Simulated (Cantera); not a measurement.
## Thermodynamics of silicon etching in halogen gases, feed Si + F2 + H2

Feed: 1 mol Si, 1.9 mol F2, a varied amount of H2, at 700 K and 10.0 mbar.

Method: chemical equilibrium by Gibbs-energy minimisation in Cantera with the NASA 1993 tables (ideal gas, pure condensed phases). Candidate condensed phases: Si; 25 gas species. Rates play no part.

From 5 mol H2 to 98 mol H2 the condensed part is Si(s). The main Si-bearing gas is SiF4 throughout.

```
n(H2) (mol)  log p H2  log p SiF4  log p SiHF3  log p SiH2F2  log p SiF3  n Si(s)
-----------  --------  ----------  -----------  ------------  ----------  -------
5               -2.08       -2.81        -4.30         -5.98       -8.09   0.0422
13              -2.03       -3.18        -4.56         -6.12       -8.37   0.0398
21              -2.02       -3.38        -4.70         -6.21       -8.52   0.0384
28              -2.01       -3.50        -4.79         -6.27       -8.61   0.0374
36              -2.01       -3.61        -4.87         -6.32       -8.69   0.0366
44              -2.01       -3.69        -4.93         -6.36       -8.76   0.0358
52              -2.01       -3.77        -4.98         -6.39       -8.81   0.0352
59              -2.01       -3.82        -5.02         -6.42       -8.85   0.0347
67              -2.01       -3.88        -5.07         -6.45       -8.90   0.0342
75              -2.01       -3.92        -5.10         -6.47       -8.93   0.0337
83              -2.01       -3.97        -5.13         -6.49       -8.97   0.0332
90              -2.00       -4.00        -5.16         -6.51       -8.99   0.0329
98              -2.00       -4.04        -5.19         -6.53       -9.02   0.0325
```
log p: log10 of the partial pressure in bar; n: condensed amount in mol.
